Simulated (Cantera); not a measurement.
**Equilibrium for abatement and gas-phase synthesis: SO2 + H2**

Input: 1 mol SO2, 0.72 mol H2, at 890 Pa.

These are equilibrium values from Cantera (NASA tables, ideal gas, pure condensed phases), not measurements of a reactor. Candidate condensed phases: H2O, H2SO4, S; 34 gas species. Ions and electrons are included (thermal ionisation). Equilibrium is a limit: real reactors are often held back by kinetics, nucleation or transport.

```tsv
T (K)	x O	x SO2	x H	x H2O	x S	x SO	x H2	x OH	x S2	x O2
2000	4.93e-5	0.411	0.00625	0.298	0.00707	0.0931	0.131	0.00142	0.0440	4.82e-5
2250	0.00113	0.372	0.0298	0.252	0.0179	0.153	0.144	0.00786	0.0153	0.000828
2500	0.0153	0.311	0.0939	0.196	0.0276	0.184	0.124	0.0307	0.00353	0.00988
2750	0.0916	0.174	0.212	0.0874	0.0510	0.198	0.0853	0.0583	0.00178	0.0378
3000	0.242	0.0474	0.311	0.0146	0.107	0.156	0.0345	0.0437	0.00160	0.0405
3250	0.369	0.00610	0.329	0.00126	0.173	0.0736	0.00933	0.0176	0.00108	0.0194
3500	0.424	0.000538	0.326	0.000109	0.208	0.0247	0.00271	0.00606	0.000488	0.00659
3750	0.442	5.00e-5	0.324	1.22e-5	0.220	0.00795	0.000932	0.00222	0.000199	0.00220
4000	0.447	5.76e-6	0.324	1.76e-6	0.223	0.00279	0.000368	0.000904	8.51e-5	0.000804
4250	0.449	8.36e-7	0.324	3.16e-7	0.224	0.00109	0.000162	0.000406	3.94e-5	0.000326
4500	0.450	1.49e-7	0.324	6.83e-8	0.225	0.000468	7.82e-5	0.000198	1.97e-5	0.000146
4750	0.450	3.16e-8	0.324	1.74e-8	0.225	0.000219	4.07e-5	0.000104	1.06e-5	7.06e-5
5000	0.450	7.82e-9	0.324	5.04e-9	0.224	0.000111	2.26e-5	5.84e-5	6.03e-6	3.67e-5
```
x: gas mole fraction; nothing condenses.

From 2000 K to 5000 K nothing is condensed.
